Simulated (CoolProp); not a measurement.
Vapour-liquid equilibrium of CH2F2 (R32) (1) + R142b (2) at 0.278 MPa; x and y are mole fractions of (1).

Values from CoolProp's multi-fluid Helmholtz-energy mixture model, Tillner-Roth 1997 and Lemmon 2006; pair parameters Bell 2016.

```tsv
x	bubble temperature (°C)	y at the bubble point	dew temperature at overall composition x (°C)	liquid density (mol/L)
0.05	12.3	0.219	17.4	11.62
0.2	-2.8	0.603	12.9	12.85
0.35	-12.5	0.772	7.8	14.12
0.5	-18.7	0.857	1.9	15.50
0.65	-22.8	0.908	-5.2	17.07
0.8	-25.9	0.946	-14.4	18.92
0.95	-28.7	0.985	-26.2	21.21
```

No azeotrope shows between x = 0.05 and 0.95.

Pair parameters are fitted to limited data, so mixtures are less certain than the pure fluids.
